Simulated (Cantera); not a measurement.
Input: 1 mol CS2, 0.066 mol O2, 4.7 mol N2, equilibrated at 105 Torr.

Cantera equilibrium calculation (NASA polynomials, part measured and part estimated; ideal gas, pure solids and liquids). Candidate condensed phases: C, S; 35 gas species. Equilibrium is a limit: real reactors are often held back by kinetics, nucleation or transport.

Task: Which condensed phases are stable at each of these points (T (K)): 1548, 1598, 1648, 1698, 1748, 1798, 1848, 1898, 1948, 1998, 2048, 2098, 2148?

Result: 
```
T (K)  condensed phases  C condensed (%)
-----  ----------------  ---------------
1548        C(graphite)              2.9
1598        C(graphite)              3.0
1648        C(graphite)              2.9
1698        C(graphite)              2.5
1748        C(graphite)              1.9
1798        C(graphite)              0.8
1848           gas only              0.0
1898           gas only              0.0
1948           gas only              0.0
1998           gas only              0.0
2048           gas only              0.0
2098           gas only              0.0
2148           gas only              0.0
```

From 1548 K to 1798 K the condensed part is C(graphite). From 1848 K to 2148 K nothing is condensed.
